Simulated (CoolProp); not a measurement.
Vapour-liquid equilibrium of o-xylene (1) + n-undecane (2) at 439.3 K; x and y are mole fractions of (1).

Model: multi-fluid Helmholtz-energy mixture model, Zhou 2012 and Aleksandrov 2011; pair parameters Bell 2016, in CoolProp.

| x | bubble pressure (MPa) | y at the bubble point | dew pressure at overall composition x (MPa) | liquid density (mol/L) |
|---|---|---|---|---|
| 0.05 | ? | 0.150 | 0.04785 | 4.097 |
| 0.2 | ? | 0.463 | 0.05401 | 4.409 |
| 0.35 | 0.08873 | 0.654 | 0.06201 | 4.761 |
| 0.5 | 0.1081 | 0.779 | ? | ? |
| 0.65 | 0.1277 | 0.868 | ? | ? |
| 0.8 | 0.1476 | 0.934 | 0.1121 | 6.169 |
| 0.95 | 0.1677 | ? | 0.1534 | 6.806 |

Q: Fill in the missing entries.

A: 
- 0.05, bubble pressure (MPa): 0.05181
- 0.2, bubble pressure (MPa): 0.06983
- 0.5, dew pressure at overall composition x (MPa): 0.07283
- 0.5, liquid density (mol/L): 5.164
- 0.65, dew pressure at overall composition x (MPa): 0.08829
- 0.65, liquid density (mol/L): 5.628
- 0.95, y at the bubble point: 0.985

No azeotrope shows between x = 0.05 and 0.95.

The pair parameters rest on a limited set of measurements; away from them the model extrapolates.
